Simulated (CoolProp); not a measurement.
The numbers come from the reference Helmholtz-energy equation of state, Wagner 2002 in CoolProp.

For water, give the phase and the isothermal compressibility (1/MPa), fugacity coefficient at 534.7 K and 90 MPa; 534.7 K and 100 MPa.


- 534.7 K and 90 MPa: liquid; isothermal compressibility 0.000780, fugacity coefficient 0.0685
- 534.7 K and 100 MPa: liquid; isothermal compressibility 0.000738, fugacity coefficient 0.0646
